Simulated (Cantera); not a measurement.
**Ignition delay**

Mixture: CH₄ : C₂H₆ : O₂ : N₂ = 1 : 0.23 : 3.35 : 11.7 (molar parts), at 1.01 bar, adiabatic and at constant pressure. Ignition delay is the time to a rise of 400 K.

Cantera simulation using GRI-Mech 3.0 (53 species, 325 reactions); the numbers are that mechanism's predictions, not measurements.

| T0 (K) | delay (ms) |
|---|---|
| 1200 | 2.68 |
| 1300 | 0.768 |
| 1400 | 0.301 |
| 1500 | 0.138 |
| 1600 | 0.0701 |
| 1700 | 0.0389 |
| 1800 | 0.0236 |
| 1900 | 0.0155 |
| 2000 | 0.0109 |
| 2100 | 0.00809 |

```yaml
apparent activation energy between 1900 and 2100 K: 110 kJ/mol
```
